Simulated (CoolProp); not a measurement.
The numbers come from the reference Helmholtz-energy equation of state, Thol 2014 in CoolProp.

Task: Give the vapour pressure (bar), liquid density (kg/m³), enthalpy of vaporisation (kJ/kg), liquid cp (kJ/(kg K)) of saturated diethyl ether at 3.05, 95.15, 164.15 °C.

Result: 
```json
[
 {"T (°C)": "3.05", "p (bar)": "0.285", "liquid density (kg/m³)": "732", "enthalpy of vaporisation (kJ/kg)": "384", "liquid cp (kJ/(kg K))": "2.26"},
 {"T (°C)": "95.15", "p (bar)": "5.85", "liquid density (kg/m³)": "617", "enthalpy of vaporisation (kJ/kg)": "297", "liquid cp (kJ/(kg K))": "2.64"},
 {"T (°C)": "164.15", "p (bar)": "22.7", "liquid density (kg/m³)": "482", "enthalpy of vaporisation (kJ/kg)": "183", "liquid cp (kJ/(kg K))": "3.46"}
]
```
